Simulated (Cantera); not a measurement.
## Premixed flame

A freely propagating, adiabatic, planar premixed flame of 49.1 % H₂, 9.42 % O₂, 41.5 % N₂, equivalence ratio 2.6, unburnt at 600 K and 100.0 Torr; mixture-averaged transport, grid criteria slope 0.08 and curve 0.16, no radiation.

Computed with Cantera and the H2/O2 subset of GRI-Mech 3.0, which has no nitrogen chemistry. Burning velocities carry a grid error of a few per cent, more on coarse grids.

```json
[
 {"z (mm)": "-19.9", "T (K)": "600", "u (m/s)": "5.94", "x H₂": "0.491", "x O₂": "0.0942", "x OH": "<1e-8", "x H": "<1e-8", "x H₂O₂": "<1e-8", "x HO₂": "<1e-8"},
 {"z (mm)": "-13.3", "T (K)": "600", "u (m/s)": "5.94", "x H₂": "0.491", "x O₂": "0.0942", "x OH": "<1e-8", "x H": "<1e-8", "x H₂O₂": "<1e-8", "x HO₂": "<1e-8"},
 {"z (mm)": "-9.97", "T (K)": "600", "u (m/s)": "5.94", "x H₂": "0.491", "x O₂": "0.0942", "x OH": "<1e-8", "x H": "<1e-8", "x H₂O₂": "<1e-8", "x HO₂": "1.25e-8"},
 {"z (mm)": "-6.65", "T (K)": "600", "u (m/s)": "5.94", "x H₂": "0.491", "x O₂": "0.0942", "x OH": "<1e-8", "x H": "1.12e-6", "x H₂O₂": "<1e-8", "x HO₂": "1.37e-6"},
 {"z (mm)": "-3.32", "T (K)": "616", "u (m/s)": "6.09", "x H₂": "0.488", "x O₂": "0.0939", "x OH": "2.55e-5", "x H": "0.000789", "x H₂O₂": "3.81e-7", "x HO₂": "3.39e-5"},
 {"z (mm)": "-1.66", "T (K)": "740", "u (m/s)": "7.23", "x H₂": "0.464", "x O₂": "0.0896", "x OH": "0.000163", "x H": "0.0120", "x H₂O₂": "1.98e-7", "x HO₂": "2.22e-5"},
 {"z (mm)": "0", "T (K)": "1060", "u (m/s)": "10.1", "x H₂": "0.347", "x O₂": "0.0497", "x OH": "0.00107", "x H": "0.0733", "x H₂O₂": "1.06e-7", "x HO₂": "8.59e-6"},
 {"z (mm)": "1.66", "T (K)": "1267", "u (m/s)": "12.0", "x H₂": "0.265", "x O₂": "0.00445", "x OH": "0.00120", "x H": "0.110", "x H₂O₂": "4.01e-8", "x HO₂": "7.53e-7"},
 {"z (mm)": "3.32", "T (K)": "1343", "u (m/s)": "12.7", "x H₂": "0.263", "x O₂": "0.000400", "x OH": "0.00125", "x H": "0.105", "x H₂O₂": "3.15e-8", "x HO₂": "6.29e-8"},
 {"z (mm)": "6.65", "T (K)": "1430", "u (m/s)": "13.5", "x H₂": "0.271", "x O₂": "0.000162", "x OH": "0.00150", "x H": "0.0936", "x H₂O₂": "3.40e-8", "x HO₂": "2.35e-8"},
 {"z (mm)": "13.3", "T (K)": "1532", "u (m/s)": "14.3", "x H₂": "0.281", "x O₂": "0.000137", "x OH": "0.00175", "x H": "0.0789", "x H₂O₂": "3.20e-8", "x HO₂": "1.84e-8"},
 {"z (mm)": "26.6", "T (K)": "1639", "u (m/s)": "15.2", "x H₂": "0.291", "x O₂": "0.000104", "x OH": "0.00188", "x H": "0.0631", "x H₂O₂": "2.42e-8", "x HO₂": "1.35e-8"},
 {"z (mm)": "53.2", "T (K)": "1741", "u (m/s)": "16.0", "x H₂": "0.302", "x O₂": "6.77e-5", "x OH": "0.00182", "x H": "0.0476", "x H₂O₂": "1.49e-8", "x HO₂": "<1e-8"}
]
```
x: mole fraction of selected species; z is measured from the peak of heat release.

```json
{
  "laminar_burning_velocity": "594 cm/s",
  "thermal_thickness": "6.65 mm",
  "peak x(OH)": "0.00189",
  "peak x(H)": "0.110",
  "peak x(H₂O₂)": "4.12e-7",
  "peak x(HO₂)": "3.46e-5"
}
```
